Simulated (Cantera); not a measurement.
A perfectly stirred reactor is fed with CH4 : H2 : O2 = 0.034 : 1 : 0.0017 (molar parts), equivalence ratio 330, at 0.128 atm; it is held at 2750 K, and followed from long to short residence time.

Computed with Cantera and GRI-Mech 3.0 (53 species, 325 reactions). GRI-Mech 3.0 stops at C3 and has no aromatics, soot or wall deposition, so with more carbon than oxygen in the feed, carbon stays in small species such as C2H2 where larger ones or solid carbon would form.

x: mole fraction; the columns are a selection and need not sum to one.

| τ (s) | x CH4 | x H2 | x O2 | x CH2 | x O | x C2H6 | x H |
|---|---|---|---|---|---|---|---|
| 0.68 | 8.58e-6 | 0.813 | 3.77e-9 | 1.10e-5 | 4.86e-9 | 3.88e-12 | 0.171 |
| 0.20 | 1.26e-5 | 0.816 | 1.31e-8 | 1.53e-5 | 1.63e-8 | 8.12e-12 | 0.167 |
| 0.056 | 2.54e-5 | 0.828 | 5.03e-8 | 2.58e-5 | 5.68e-8 | 3.08e-11 | 0.156 |
| 0.016 | 7.78e-5 | 0.856 | 2.19e-7 | 4.80e-5 | 1.86e-7 | 2.47e-10 | 0.127 |
| 0.0046 | 0.000347 | 0.897 | 1.15e-6 | 8.75e-5 | 5.19e-7 | [?] | 0.0860 |
| 0.0013 | 0.00135 | 0.922 | 5.93e-6 | 0.000144 | 9.51e-7 | [?] | 0.0590 |
| 0.00038 | 0.00404 | 0.934 | 2.69e-5 | 0.000213 | 1.12e-6 | [?] | 0.0438 |

Problem. Fill in the missing entries.

Solution. 
- 0.0046, x C2H6: 3.72e-9
- 0.0013, x C2H6: 4.23e-8
- 0.00038, x C2H6: 2.94e-7
